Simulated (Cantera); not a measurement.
An isothermal, constant-pressure homogeneous reactor starts with NO : N₂ = 1 : 1.7 (molar parts), at 2000 K and 0.0133 bar. Integrator tolerance rtol = 1e-08.

Cantera simulation using GRI-Mech 3.0 (53 species, 325 reactions); the numbers are that mechanism's predictions, not measurements. Radical loss at walls, strong at low pressure, is not modelled.

What does this change do: pressure from 0.0133 bar to 0.420 bar?


```csv
quantity,before,after
x(NO) at 50.0 s,0.0183 (gas-phase equilibrium 0.00722),0.00725 (gas-phase equilibrium 0.00725)
x(N₂O) at 50.0 s,1.11e-7 (gas-phase equilibrium 4.75e-8),2.68e-7 (gas-phase equilibrium 2.68e-7)
x(NO₂) at 50.0 s,3.31e-6 (gas-phase equilibrium 1.33e-6),7.52e-6 (gas-phase equilibrium 7.52e-6)
x(N₂) at 50.0 s,0.805 (gas-phase equilibrium 0.810),0.811 (gas-phase equilibrium 0.811)
x(O) at 50.0 s,0.00244 (gas-phase equilibrium 0.00247),0.000442 (gas-phase equilibrium 0.000442)
x(O₂) at 50.0 s,0.175 (gas-phase equilibrium 0.180),0.181 (gas-phase equilibrium 0.181)
```

What does this change do: NO 1 to 3.8 parts?


```json
[
 {"quantity": "x(NO) at 50.0 s", "before": "0.0183 (gas-phase equilibrium 0.00722)", "after": "0.0186 (gas-phase equilibrium 0.00886)"},
 {"quantity": "x(N₂O) at 50.0 s", "before": "1.11e-7 (gas-phase equilibrium 4.75e-8)", "after": "1.03e-7 (gas-phase equilibrium 5.22e-8)"},
 {"quantity": "x(NO₂) at 50.0 s", "before": "3.31e-6 (gas-phase equilibrium 1.33e-6)", "after": "4.67e-6 (gas-phase equilibrium 2.24e-6)"},
 {"quantity": "x(N₂) at 50.0 s", "before": "0.805 (gas-phase equilibrium 0.810)", "after": "0.644 (gas-phase equilibrium 0.649)"},
 {"quantity": "x(O) at 50.0 s", "before": "0.00244 (gas-phase equilibrium 0.00247)", "after": "0.00337 (gas-phase equilibrium 0.00339)"},
 {"quantity": "x(O₂) at 50.0 s", "before": "0.175 (gas-phase equilibrium 0.180)", "after": "0.334 (gas-phase equilibrium 0.339)"}
]
```
